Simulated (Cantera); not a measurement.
Cantera run:

```python
import numpy as np
import cantera as ct

gas_names = [...]  # 95 gases of nasa_gas.yaml made of C, F, H
cond_names = """
    C(gr) C6H6(L) C7H8(L) C8H18(L),n-octa
""".split()


# ... load() reads the species with a 1 bar reference pressure and builds the phases ...
atoms = {
    'CHF3': {'C': 1, 'H': 1, 'F': 3},
    'CH4': {'C': 1, 'H': 4},
}
top_T = {'C(gr)': 4500}  # K; cautious upper limits of use, not melting points


# ... equilibrate(T, P, feed) seeds the gas with the atoms and calls Mixture.equilibrate('TP', solver="vcs", rtol=1e-11, max_steps=5000) ...
results = []
feed = {'CHF3': 1, 'CH4': 0.81}  # mol
P = 760  # Pa
for T in [1523, 1623, 1723, 1823, 1923, 2023, 2123, 2223, 2323, 2423, 2523, 2623, 2723]:
    mix = equilibrate(T, P, feed)
    results.append((T, P, feed, dict(zip(mix.species_names, mix.species_moles))))
    x = sorted(zip(gas.X, gas.species_names), reverse=True)
    print(f"T = {T:g} K  P = {P:g} Pa  gas = {mix.phase_moles(0):.4g} mol")
    print("   x: " + "  ".join(f"{s} {v:.3e}" for v, s in x if v > 0.0001))
    print("   condensed (mol): " + ("  ".join(f"{mix.phase(i).name} {mix.phase_moles(i):.4g}"
          for i in range(1, mix.n_phases) if mix.phase_moles(i) > 1e-12) or "none"))
```

Result:

```
T = 1523 K  P = 760 Pa  gas = 3.62 mol
   x: HF 8.287e-01  H2 1.712e-01  H 1.097e-04
   condensed (mol): C(gr) 1.81
T = 1623 K  P = 760 Pa  gas = 3.621 mol
   x: HF 8.286e-01  H2 1.711e-01  H 3.279e-04
   condensed (mol): C(gr) 1.81
T = 1723 K  P = 760 Pa  gas = 3.622 mol
   x: HF 8.284e-01  H2 1.707e-01  H 8.644e-04
   condensed (mol): C(gr) 1.81
T = 1823 K  P = 760 Pa  gas = 3.624 mol
   x: HF 8.279e-01  H2 1.700e-01  H 2.049e-03
   condensed (mol): C(gr) 1.81
T = 1923 K  P = 760 Pa  gas = 3.628 mol
   x: HF 8.269e-01  H2 1.686e-01  H 4.437e-03
   condensed (mol): C(gr) 1.809
T = 2023 K  P = 760 Pa  gas = 3.636 mol
   x: HF 8.250e-01  H2 1.659e-01  H 8.874e-03  C2H2,acetylene 1.482e-04
   condensed (mol): C(gr) 1.809
T = 2123 K  P = 760 Pa  gas = 3.65 mol
   x: HF 8.218e-01  H2 1.613e-01  H 1.653e-02  C2H2,acetylene 2.672e-04
   condensed (mol): C(gr) 1.808
T = 2223 K  P = 760 Pa  gas = 3.673 mol
   x: HF 8.166e-01  H2 1.540e-01  H 2.884e-02  C2H2,acetylene 4.469e-04  F 1.420e-04
   condensed (mol): C(gr) 1.807
T = 2323 K  P = 760 Pa  gas = 3.708 mol
   x: HF 8.087e-01  H2 1.430e-01  H 4.724e-02  C2H2,acetylene 6.926e-04  F 3.399e-04
   condensed (mol): C(gr) 1.805
T = 2423 K  P = 760 Pa  gas = 3.758 mol
   x: HF 7.974e-01  H2 1.280e-01  H 7.276e-02  C2H2,acetylene 9.902e-04  F 7.704e-04
   condensed (mol): C(gr) 1.802
T = 2523 K  P = 760 Pa  gas = 3.825 mol
   x: HF 7.825e-01  H2 1.090e-01  H 1.052e-01  F 1.676e-03  C2H2,acetylene 1.298e-03
   condensed (mol): C(gr) 1.798
T = 2623 K  P = 760 Pa  gas = 3.909 mol
   x: HF 7.637e-01  H 1.428e-01  H2 8.738e-02  F 3.539e-03  C2H2,acetylene 1.548e-03  C3 4.041e-04  C2H 2.329e-04  CF 1.656e-04  C 1.097e-04
   condensed (mol): C(gr) 1.79
T = 2723 K  P = 760 Pa  gas = 4.01 mol
   x: HF 7.404e-01  H 1.819e-01  H2 6.558e-02  F 7.316e-03  C2H2,acetylene 1.679e-03  C3 1.567e-03  C2H 5.151e-04  CF 4.468e-04  C 3.646e-04  C2 1.507e-04
   condensed (mol): C(gr) 1.768
```

Method: chemical equilibrium by Gibbs-energy minimisation in Cantera with the NASA 1993 tables (ideal gas, pure condensed phases).
